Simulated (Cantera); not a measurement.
An isothermal, constant-pressure homogeneous reactor starts with 15.7 % H₂, 30.1 % O₂, 54.2 % N₂, equivalence ratio 0.26, at 1375 K and 11000 Pa.

Computed with Cantera and the H2/O2 subset of GRI-Mech 3.0, which has no nitrogen chemistry. The temperature is held fixed by assumption; the heat of reaction is taken as removed at once.

One state of this run: x H₂ = 3.21e-7; x O₂ = 0.242; x O = 9.50e-7; x OH = 5.61e-5; x H = 5.89e-9; x H₂O₂ = 2.62e-9. x: mole fraction; the columns are a selection and need not sum to one.

Question: Which value of t (s) does it belong to?
A) 5.29
B) 0.0290
C) 0.00511
D) 0.000900

Answer: A, 5.29
